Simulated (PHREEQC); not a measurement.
A PHREEQC input (ion-association model, phreeqc.dat):

```
SOLUTION 1
  temp 50
  units mg/L
  pH 12.5
  pe 11.1
  Na 23.6
  K 34.9
  Ca 5.46
  Mg 11.2
  Cl 23.3
  S(6) 1.64 as SO4
  Alkalinity 148 as HCO3
  Si 1.74 as SiO2
  Li 0.00836
  B 0.954
END
USE solution 1
EQUILIBRIUM_PHASES 1
  Gypsum 0 0
  CO2(g) -2.5 10
END
```

It stops with these messages:

```
WARNING: Maximum iterations exceeded, 100
WARNING: Maximum iterations exceeded, 100
WARNING: The program has failed to converge to a numerical solution.
ERROR:           Alkalinity has not converged. Total: 2.427384e-03	Calculated: 3.682380e-03	Residual: -1.254996e-03
ERROR: Is non-carbonate alkalinity greater than total alkalinity?
ERROR:                    B has not converged. Total: 8.832127e-05	Calculated: 2.585222e-06	Residual: 8.573605e-05
ERROR:                   Ca has not converged. Total: 1.363351e-04	Calculated: 1.497195e-07	Residual: 1.361853e-04
ERROR:                   Cl has not converged. Total: 6.577268e-04	Calculated: 1.895417e-05	Residual: 6.387727e-04
ERROR:                    K has not converged. Total: 8.932419e-04	Calculated: 2.555618e-05	Residual: 8.676857e-04
ERROR:                   Li has not converged. Total: 1.205735e-06	Calculated: 3.887967e-08	Residual: 1.166856e-06
ERROR:                   Mg has not converged. Total: 4.610415e-04	Calculated: 6.196400e-07	Residual: 4.604218e-04
ERROR:                   Na has not converged. Total: 1.027352e-03	Calculated: 9.833054e-06	Residual: 1.017519e-03
ERROR:                 S(6) has not converged. Total: 1.708543e-05	Calculated: 1.222382e-07	Residual: 1.696319e-05
ERROR:                   Si has not converged. Total: 2.898217e-05	Calculated: 3.147689e-07	Residual: 2.866740e-05
ERROR:               A(H2O) Activity of water has not converged. 	Residual: 1.600003e+01
ERROR: Model failed to converge for initial solution  1.
```

### Question
Find the cause and the fix.

### Answer
The fault: pH typed as 12.5 with the alkalinity kept. The line should read `pH 7.54` where the input has `pH 12.5`. With the mend the run ends at pH 7.84 and ionic strength 0.00368 mol/kgw.
